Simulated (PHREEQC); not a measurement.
Consider water at 20 °C with 0.047 mol KOH, 0.0013 mol Al(NO3)3 and 6e-06 mol CO2 per kg of water. Closed to the air; pH follows from the charge balance.

Model: ion-association model, wateq4f.dat, run in PHREEQC.

Each row changes one thing in this solution. Precipitation was switched off in this run.

```tsv
case	pH	ionic strength (mol/kgw)	HCO3- (mol/kgw)
as made	12.70	0.0470	1.63e-8
KOH from 0.047 to 0.0047 mol/kgw	6.74	0.00492	4.25e-6
diluted 100-fold with water	10.78	0.000470	…
CO2 from 6e-06 to 6e-07 mol/kgw	12.70	0.0470	1.63e-9
Al(NO3)3 replaced by KNO3 at the same molality	12.75	0.0483	…
temperature from 20 to 25 °C	12.53	0.0470	2.15e-8
0.0015 mol/kgw KCl added	12.70	0.0485	1.63e-8
```

Question: Some entries are withheld; supply them.

Answer: 
- diluted 100-fold with water, HCO3- (mol/kgw): 1.61e-8
- Al(NO3)3 replaced by KNO3 at the same molality, HCO3- (mol/kgw): 1.45e-8

Some of these states are supersaturated (in Al(OH)3(a), Boehmite (slow to form), for instance).
